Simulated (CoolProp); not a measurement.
R11 along the isotherm 226.85 °C: fugacity coefficient from the reference equation and from simpler models built on Tc = 198.0 °C, pc = 44.08 bar, ω = 0.189; each cubic takes its own stable root.

The numbers come from the reference Helmholtz-energy equation of state, Jacobsen 1992 in CoolProp.

```
p (bar)          phase  reference  van der Waals  Redlich-Kwong  Soave-Redlich-Kwong  Peng-Robinson
-------  -------------  ---------  -------------  -------------  -------------------  -------------
6.01               gas     0.9627         0.9651         0.9612               0.9621         0.9574
12                 gas     0.9259         0.9305         0.9232               0.9249         0.9160
18                 gas     0.8893         0.8960         0.8857               0.8883         0.8756
24                 gas     0.8530         0.8616         0.8487               0.8521         0.8361
30.1               gas     0.8162         0.8264         0.8115               0.8158         0.7969
36.1               gas     0.7800         0.7915         0.7751               0.7804         0.7591
42.1               gas     0.7438         0.7560         0.7388               0.7452         0.7218
48.1     supercritical     0.7073         0.7193         0.7024               0.7101         0.6851
54.1     supercritical     0.6703         0.6801         0.6653               0.6747         0.6487
60.1     supercritical     0.6328         0.6394         0.6278               0.6392         0.6127
66.1     supercritical     0.5963         0.6032         0.5922               0.6050         0.5785
```
